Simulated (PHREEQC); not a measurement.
0.024 g of hydrous ferric oxide (600 m²/g; 0.2 weak and 0.005 strong sites per Fe, Dzombak-Morel constants, diffuse double layer) in 1 kg of water with 0.001 mol/kgw of an inert sodium salt and 0.024 mmol/kgw NaF and 0.057 mmol/kgw Ag2SO4, at 25 °C; the pH is set by adding NaOH or the inert anion's acid. Oxygen alone is held at its pressure in air (log pO2 = -0.68). CO2 from the air is kept out. No solid was allowed to form.

Equilibrium calculation in PHREEQC: ion-association model, wateq4f.dat.

```json
[
 {"pH": "4", "F sorbed (%)": "5.7", "S sorbed (%)": "41.5", "Ag sorbed (%)": "0.0", "surface charge σ (C/m²)": "0.020"},
 {"pH": "4.38", "F sorbed (%)": "6.0", "S sorbed (%)": "38.6", "Ag sorbed (%)": "0.0", "surface charge σ (C/m²)": "0.019"},
 {"pH": "4.75", "F sorbed (%)": "5.9", "S sorbed (%)": "34.5", "Ag sorbed (%)": "0.0", "surface charge σ (C/m²)": "0.017"},
 {"pH": "5.12", "F sorbed (%)": "5.6", "S sorbed (%)": "29.1", "Ag sorbed (%)": "0.1", "surface charge σ (C/m²)": "0.015"},
 {"pH": "5.5", "F sorbed (%)": "5.1", "S sorbed (%)": "22.7", "Ag sorbed (%)": "0.3", "surface charge σ (C/m²)": "0.013"},
 {"pH": "5.88", "F sorbed (%)": "4.4", "S sorbed (%)": "16.2", "Ag sorbed (%)": "0.6", "surface charge σ (C/m²)": "0.011"},
 {"pH": "6.25", "F sorbed (%)": "3.6", "S sorbed (%)": "10.4", "Ag sorbed (%)": "0.9", "surface charge σ (C/m²)": "0.009"},
 {"pH": "6.62", "F sorbed (%)": "2.6", "S sorbed (%)": "5.5", "Ag sorbed (%)": "1.1", "surface charge σ (C/m²)": "0.008"},
 {"pH": "7", "F sorbed (%)": "1.6", "S sorbed (%)": "2.1", "Ag sorbed (%)": "1.3", "surface charge σ (C/m²)": "0.006"},
 {"pH": "7.38", "F sorbed (%)": "0.8", "S sorbed (%)": "0.5", "Ag sorbed (%)": "1.6", "surface charge σ (C/m²)": "0.004"},
 {"pH": "7.75", "F sorbed (%)": "0.4", "S sorbed (%)": "0.1", "Ag sorbed (%)": "2.2", "surface charge σ (C/m²)": "0.002"},
 {"pH": "8.12", "F sorbed (%)": "0.2", "S sorbed (%)": "0.0", "Ag sorbed (%)": "3.6", "surface charge σ (C/m²)": "0.000"},
 {"pH": "8.5", "F sorbed (%)": "0.1", "S sorbed (%)": "0.0", "Ag sorbed (%)": "6.4", "surface charge σ (C/m²)": "-0.002"},
 {"pH": "8.88", "F sorbed (%)": "0.0", "S sorbed (%)": "0.0", "Ag sorbed (%)": "11.6", "surface charge σ (C/m²)": "-0.004"},
 {"pH": "9.25", "F sorbed (%)": "0.0", "S sorbed (%)": "0.0", "Ag sorbed (%)": "19.0", "surface charge σ (C/m²)": "-0.007"},
 {"pH": "9.62", "F sorbed (%)": "0.0", "S sorbed (%)": "0.0", "Ag sorbed (%)": "27.5", "surface charge σ (C/m²)": "-0.010"},
 {"pH": "10", "F sorbed (%)": "0.0", "S sorbed (%)": "0.0", "Ag sorbed (%)": "35.3", "surface charge σ (C/m²)": "-0.014"}
]
```
